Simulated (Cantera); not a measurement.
Charge: 1 mol MgSO4, a varied amount of H2, 0.13 mol H2O, equilibrated at 1525 K and 133 Pa.

Method: chemical equilibrium by Gibbs-energy minimisation in Cantera with the NASA 1993 tables (ideal gas, pure condensed phases). Candidate condensed phases: H2O, H2SO4, Mg, MgO, Mg(OH)2, MgS, MgSO4, S; 26 gas species. The numbers say what is thermodynamically allowed, not how fast it happens.

x: gas mole fraction; n: condensed amount in mol.

| n(H2) (mol) | x H2 | x SO2 | x H2O | x O2 | x S2 | x H2S | x SO | n MgO(s) |
|---|---|---|---|---|---|---|---|---|
| 0.21 | 2.95e-5 | 0.576 | 0.196 | 0.227 | <1e-12 | <1e-12 | 1.73e-5 | 1.00 |
| 0.34 | 4.39e-5 | 0.555 | 0.261 | 0.183 | <1e-12 | 1.15e-12 | 1.86e-5 | 1.00 |
| 0.55 | 7.48e-5 | 0.525 | 0.356 | 0.118 | <1e-12 | 2.88e-12 | 2.19e-5 | 1.00 |
| 0.88 | 0.000206 | 0.483 | 0.487 | 0.0289 | 1.51e-12 | 2.99e-11 | 4.06e-5 | 1.00 |
| 1.4 | 0.0826 | 0.358 | 0.531 | 2.14e-7 | 0.0152 | 0.00120 | 0.0111 | 1.000 |
| 2.3 | 0.167 | 0.188 | 0.576 | 6.15e-8 | 0.0507 | 0.00443 | 0.0109 | 1.000 |
| 3.7 | ? | ? | 0.556 | ? | ? | ? | ? | 1.000 |
| 5.9 | ? | ? | ? | ? | ? | ? | ? | 1.000 |
| 9.5 | 0.636 | 0.00313 | 0.303 | 1.17e-9 | 0.0384 | 0.0147 | 0.00131 | 1.000 |

Question: What belongs in the gaps?

Answer: 
- 3.7, x H2: 0.289
- 3.7, x SO2: 0.0679
- 3.7, x O2: 1.91e-8
- 3.7, x S2: 0.0680
- 3.7, x H2S: 0.00887
- 3.7, x SO: 0.00702
- 5.9, x H2: 0.462
- 5.9, x SO2: 0.0156
- 5.9, x H2O: 0.443
- 5.9, x O2: 4.76e-9
- 5.9, x S2: 0.0585
- 5.9, x H2S: 0.0132
- 5.9, x SO: 0.00324
